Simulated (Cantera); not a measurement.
An adiabatic, constant-pressure homogeneous reactor starts with CO : H2 : O2 : N2 = 1 : 0.17 : 0.713 : 2.68 (molar parts), equivalence ratio 0.82, at 1475 K and 8.30 bar. Integrator tolerance rtol = 1e-08.

Computed with Cantera and GRI-Mech 3.0 (53 species, 325 reactions). The hydrogen kinetics of GRI-Mech 3.0 are dated; newer H2 mechanisms differ, most at raised pressure.

| quantity | before | after |
|---|---|---|
| time of steepest temperature rise | 4.02 µs | 4.99 µs |
| temperature at 0.900 s | 2859 K | 2839 K |
| equilibrium temperature | 2859 K | 2839 K |
| x(CO) at 0.900 s | 0.0573 (gas-phase equilibrium 0.0573) | 0.0545 (gas-phase equilibrium 0.0545) |
| x(H2) at 0.900 s | 0.00150 (gas-phase equilibrium 0.00150) | 0.00143 (gas-phase equilibrium 0.00143) |
| x(O2) at 0.900 s | 0.0473 (gas-phase equilibrium 0.0473) | 0.0465 (gas-phase equilibrium 0.0465) |
| x(NO2) at 0.900 s | 1.50e-5 (gas-phase equilibrium 1.50e-5) | 1.46e-5 (gas-phase equilibrium 1.46e-5) |
| x(H2O2) at 0.900 s | 2.99e-7 (gas-phase equilibrium 2.99e-7) | 2.90e-7 (gas-phase equilibrium 2.90e-7) |
| x(CO2) at 0.900 s | 0.185 (gas-phase equilibrium 0.185) | 0.189 (gas-phase equilibrium 0.189) |
| x(N2O) at 0.900 s | 2.50e-6 (gas-phase equilibrium 2.50e-6) | 2.42e-6 (gas-phase equilibrium 2.42e-6) |

Problem. What was changed between the two runs?
A) initial temperature 1475 to 1750 K
B) constant volume in place of constant pressure
C) initial temperature 1475 to 1425 K
D) pressure from 8.30 bar to 3.00 bar

Solution. C, initial temperature 1475 to 1425 K
